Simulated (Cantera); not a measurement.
A diamond (100) surface in a fixed gas of H2 with x(CH4) = 0.011, x(H) = 0.00083, at 1000 K, 3300 Pa; coverages are run to steady state.

Model: the Harris–Goodwin 1993 mechanism for the reconstructed diamond (100) surface, integrated in Cantera.

θ: site fractions in the mechanism's names (c6HH fully hydrogenated, c6H* and c6*H radical sites, c6** diradical, c6HM methylated).

```json
[
 {"x(CH3)": "1e-06", "growth (µm/h)": "0.0126", "θ c6HH": "0.601", "θ c6H*": "0.0181", "θ c6*H": "0.371", "θ c6**": "0.00891", "θ c6HM": "0.000472"},
 {"x(CH3)": "2.6e-06", "growth (µm/h)": "0.0328", "θ c6HH": "0.600", "θ c6H*": "0.0181", "θ c6*H": "0.371", "θ c6**": "0.00890", "θ c6HM": "0.00122"},
 {"x(CH3)": "6.6e-06", "growth (µm/h)": "0.0830", "θ c6HH": "0.599", "θ c6H*": "0.0181", "θ c6*H": "0.370", "θ c6**": "0.00886", "θ c6HM": "0.00310"},
 {"x(CH3)": "1.7e-05", "growth (µm/h)": "0.212", "θ c6HH": "0.595", "θ c6H*": "0.0180", "θ c6*H": "0.368", "θ c6**": "0.00878", "θ c6HM": "0.00792"},
 {"x(CH3)": "4.4e-05", "growth (µm/h)": "0.538", "θ c6HH": "0.585", "θ c6H*": "0.0176", "θ c6*H": "0.361", "θ c6**": "0.00856", "θ c6HM": "0.0201"},
 {"x(CH3)": "0.00011", "growth (µm/h)": "1.28", "θ c6HH": "0.562", "θ c6H*": "0.0169", "θ c6*H": "0.347", "θ c6**": "0.00807", "θ c6HM": "0.0480"},
 {"x(CH3)": "0.00029", "growth (µm/h)": "___", "θ c6HH": "___", "θ c6H*": "___", "θ c6*H": "___", "θ c6**": "___", "θ c6HM": "___"},
 {"x(CH3)": "0.00074", "growth (µm/h)": "___", "θ c6HH": "___", "θ c6H*": "___", "θ c6*H": "___", "θ c6**": "___", "θ c6HM": "___"},
 {"x(CH3)": "0.0019", "growth (µm/h)": "10.0", "θ c6HH": "0.296", "θ c6H*": "0.00857", "θ c6*H": "0.175", "θ c6**": "0.00276", "θ c6HM": "0.377"}
]
```

**Question.** Complete the blanks.

**Answer.** 
- 0.00029, growth (µm/h): 3.01
- 0.00029, θ c6HH: 0.510
- 0.00029, θ c6H*: 0.0153
- 0.00029, θ c6*H: 0.313
- 0.00029, θ c6**: 0.00696
- 0.00029, θ c6HM: 0.113
- 0.00074, growth (µm/h): 6.03
- 0.00074, θ c6HH: 0.418
- 0.00074, θ c6H*: 0.0124
- 0.00074, θ c6*H: 0.254
- 0.00074, θ c6**: 0.00506
- 0.00074, θ c6HM: 0.226
